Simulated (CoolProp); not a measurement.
A single-stage vapour-compression cycle with hydrogen sulfide: evaporating at 200.15 K (dew point), condensing at 266.15 K (bubble point), superheat 5 K, subcooling 0 K, compressor efficiency 0.75, no pressure losses. Each further row changes one setting.

Values from CoolProp's reference Helmholtz-energy equation of state, Lemmon 2006. It is a short technical equation, of lower accuracy than the large ones.

```tsv
case	cooling COP	pressure ratio	discharge temperature (K)	refrigerating effect (kJ/kg)	volumetric capacity (kJ/m³)
as stated	[?]	16.5	468.3	433	445
evaporating temperature 205.15 K	[?]	12.4	444.1	437	584
condensing temperature 261.15 K	[?]	14.1	[?]	443	456
subcooling 5 K	1.67	16.5	468.3	443	456
superheat 15 K	[?]	16.5	[?]	443	433
compressor efficiency 0.65	[?]	16.5	[?]	433	445
```

What belongs in the gaps?


- as stated, cooling COP: 1.64
- evaporating temperature 205.15 K, cooling COP: 1.87
- condensing temperature 261.15 K, cooling COP: 1.81
- condensing temperature 261.15 K, discharge temperature (K): 449.1
- superheat 15 K, cooling COP: 1.59
- superheat 15 K, discharge temperature (K): 489.4
- compressor efficiency 0.65, cooling COP: 1.42
- compressor efficiency 0.65, discharge temperature (K): 505.1
